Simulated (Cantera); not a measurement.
Cantera run:

```python
import numpy as np
import cantera as ct

gas_names = """
    C CH CH2 CH3 CH4 C2 C2H C2H2,acetylene C2H2,vinylidene C2H3,vinyl C2H4 C2H5 C2H6 C3 C3H3,propargyl
    C3H4,allene C3H4,propyne C3H4,cyclo- C3H5,allyl C3H6,propylene C3H6,cyclo- C3H7,n-propyl
    C3H7,i-propyl C3H8 C4 C4H2 C4H4,1,3-cyclo- C4H6,butadiene C4H6,2-butyne C4H6,cyclo- C4H8,1-butene
    C4H8,cis2-buten C4H8,tr2-butene C4H8,isobutene C4H8,cyclo- C4H9,n-butyl C4H9,i-butyl C4H9,s-butyl
    C4H9,t-butyl C4H10,isobutane C4H10,n-butane C5 C5H6,1,3cyclo- C5H8,cyclo- C5H10,1-pentene
    C5H10,cyclo- C5H11,pentyl C5H11,t-pentyl C5H12,n-pentane C5H12,i-pentane CH3C(CH3)2CH3 C6H2
    C6H5,phenyl C6H6 C6H10,cyclo- C6H12,1-hexene C6H12,cyclo- C6H13,n-hexyl C7H7,benzyl C7H8
    C7H14,1-heptene C7H15,n-heptyl C7H16,n-heptane C8H8,styrene C8H10,ethylbenz C8H16,1-octene
    C8H17,n-octyl C8H18,isooctane C8H18,n-octane C9H19,n-nonyl C10H8,naphthale C10H21,n-decyl
    C12H9,o-bipheny C12H10,bipheny H H2 Si SiC SiC2 SiC4H12 SiH SiH2 SiH3 SiH4 Si2 Si2C Si3
""".split()
cond_names = """
    C(gr) C6H6(L) C7H8(L) C8H18(L),n-octa Si(cr) Si(L) SiC(b)
""".split()


def load(file, names, dense=False):
    # The tables refer to 1 bar. Condensed volumes are neglected.
    table = {s.name: s for s in ct.Species.list_from_file(file)}
    out = []
    for n in names:
        d = dict(table[n].input_data)
        d["thermo"] = dict(d["thermo"], **{"reference-pressure": 1e5})
        if dense:
            d["equation-of-state"] = {"model": "constant-volume", "density": "1e6 g/cm^3"}
        out.append(ct.Species.from_dict(d))
    return out


gas = ct.Solution(thermo="ideal-gas", species=load("nasa_gas.yaml", gas_names))
cond = {s.name: ct.Solution(thermo="fixed-stoichiometry", species=[s], name=s.name)
        for s in load("nasa_condensed.yaml", cond_names, dense=True)}
atoms = {
    'SiH4': {'Si': 1, 'H': 4},
    'C3H8': {'C': 3, 'H': 8},
    'H2': {'H': 2},
}
top_T = {'C(gr)': 4500, 'SiC(b)': 3050}  # K; cautious upper limits of use, not melting points


def equilibrate(T, P, feed):
    n = {}
    for name, mol in feed.items():
        for a, k in atoms[name].items():
            n[a] = n.get(a, 0.0) + k * mol
    gas.TPX = T, P, n
    mass = sum(n.values()) * gas.mean_molecular_weight
    gas.equilibrate("TP")
    valid = [c for c in cond.values() if c.min_temp <= T <= top_T.get(c.name, c.max_temp)]
    mix = ct.Mixture([(gas, mass / gas.mean_molecular_weight)] + [(c, 0.0) for c in valid])
    mix.T, mix.P = T, P
    mix.equilibrate("TP", solver="vcs", rtol=1e-11, max_steps=5000)
    return mix


results = []
feed = {'SiH4': 1, 'C3H8': 0.063, 'H2': 640}  # mol
T = 2075  # K
P = 680  # Pa
mix = equilibrate(T, P, feed)
results.append((T, P, feed, dict(zip(mix.species_names, mix.species_moles))))
x = sorted(zip(gas.X, gas.species_names), reverse=True)
print(f"T = {T:g} K  P = {P:g} Pa  gas = {mix.phase_moles(0):.4g} mol")
print("   x: " + "  ".join(f"{s} {v:.3e}" for v, s in x if v > 1e-05))
print("   condensed (mol): " + ("  ".join(f"{mix.phase(i).name} {mix.phase_moles(i):.4g}"
      for i in range(1, mix.n_phases) if mix.phase_moles(i) > 1e-12) or "none"))
```

It prints:

```
T = 2075 K  P = 680 Pa  gas = 653.6 mol
   x: H2 9.666e-01  H 3.176e-02  Si 1.396e-03  C2H2,acetylene 1.246e-04  SiH 6.478e-05  Si2C 2.174e-05  SiH2 1.442e-05
   condensed (mol): none
```

Cantera equilibrium calculation (NASA polynomials, part measured and part estimated; ideal gas, pure solids and liquids). Gases not in the tables: Si2H6 and higher silanes.
